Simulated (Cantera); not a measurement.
What does this Cantera script print?

```python
import numpy as np
import cantera as ct

gas_names = """
    AL ALC ALN ALO ALO2 AL2 AL2O AL2O2 C CN CO CO2 C2 CCN CNC C2N2 C2O C3 C3O2 C4 C4N2 C5 N NCO NO NO2
    NO3 N2 N2O O O2 O3
""".split()
cond_names = """
    AL(cr) AL(L) ALN(s) AL2O3(a) AL2O3(L) C(gr)
""".split()


# ... load() reads the species with a 1 bar reference pressure and builds the phases ...
atoms = {
    'Al': {'AL': 1},
    'CO': {'C': 1, 'O': 1},
    'N2': {'N': 2},
}
top_T = {'ALN(s)': 2750, 'C(gr)': 4500}  # K; cautious upper limits of use, not melting points


# ... equilibrate(T, P, feed) seeds the gas with the atoms and calls Mixture.equilibrate('TP', solver="vcs", rtol=1e-11, max_steps=5000) ...
results = []
feed = {'Al': 1, 'CO': 6.8, 'N2': 94}  # mol
T = 600  # K
P = 240  # Pa
mix = equilibrate(T, P, feed)
results.append((T, P, feed, dict(zip(mix.species_names, mix.species_moles))))
print(gas.report(threshold=1e-05))
for i in range(1, mix.n_phases):
    print(f"{mix.phase(i).name:16s} {mix.phase_moles(i):12.5e} mol")
```

Output:

```
       temperature   600 K
          pressure   240 Pa
           density   0.0013671 kg/m^3
  mean mol. weight   28.417 kg/kmol
   phase of matter   gas

                          1 kg             1 kmol
                     ---------------   ---------------
          enthalpy            -49237       -1.3992e+06  J
   internal energy       -2.2479e+05       -6.3879e+06  J
           entropy            9302.7        2.6436e+05  J/K
    Gibbs function       -5.6308e+06       -1.6001e+08  J
 heat capacity c_p            1074.3             30528  J/K
 heat capacity c_v             781.7             22214  J/K

                      mass frac. Y      mole frac. X     chem. pot. / RT
                     ---------------   ---------------   ---------------
                CO         0.0042093         0.0042706            -58.11
               CO2          0.039065          0.025225           -115.26
                N2           0.95673            0.9705           -29.799
     [  +29 minor]         6.568e-25        3.4109e-25

AL(cr)            0.00000e+00 mol
ALN(s)            0.00000e+00 mol
AL2O3(a)          5.00000e-01 mol
C(gr)             3.94318e+00 mol
```

These are equilibrium values from Cantera (NASA tables, ideal gas, pure condensed phases), not measurements of a reactor.
